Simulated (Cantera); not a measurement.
Charge: 1 mol Si, a varied amount of Cl2, 7.2 mol H2, held at 873 K and 1.00 bar.

Method: chemical equilibrium by Gibbs-energy minimisation in Cantera with the NASA 1993 tables (ideal gas, pure condensed phases). Candidate condensed phases: Si; 19 gas species. Kinetics and transport are ignored.

### Question
Which condensed phases are stable at each of these points (n(Cl2) (mol)): 0.5, 0.71, 0.92, 1.1, 1.3, 1.6, 1.8, 2, 2.2, 2.4?

### Answer
```tsv
n(Cl2) (mol)	condensed phases	Si condensed (%)
0.5	Si(s)	71.6
0.71	Si(s)	60.0
0.92	Si(s)	48.4
1.1	Si(s)	38.5
1.3	Si(s)	27.5
1.6	Si(s)	11.1
1.8	Si(s)	0.3
2	gas only	0.0
2.2	gas only	0.0
2.4	gas only	0.0
```

From 0.5 mol Cl2 to 1.8 mol Cl2 the condensed part is Si(s). From 2 mol Cl2 to 2.4 mol Cl2 nothing is condensed.
